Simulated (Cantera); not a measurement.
Input: 1 mol PbO, 4.4 mol C, 0.14 mol H₂, held at 2050 K and 225 Torr.

Method: chemical equilibrium by Gibbs-energy minimisation in Cantera with the NASA 1993 tables (ideal gas, pure condensed phases). Rates play no part.

```tsv
species	before	after
CO	0.467	0.467
Pb	0.467	0.467
H₂	0.0648	0.0645
H	0.00105	0.00158
Pb₂	0.000289	0.000128
C₂H₂ (acetylene)	6.88e-5	6.85e-5
C(graphite), mol	3.40	3.40
```
Gas species are given as mole fractions.

Question: Name the change that produced these shifts.
(A) pressure from 225 Torr to 100 Torr
(B) temperature from 2050 K to 1598 K
(C) pressure from 225 Torr to 0.660 Torr
(D) temperature from 2050 K to 2375 K

Answer: A, pressure from 225 Torr to 100 Torr
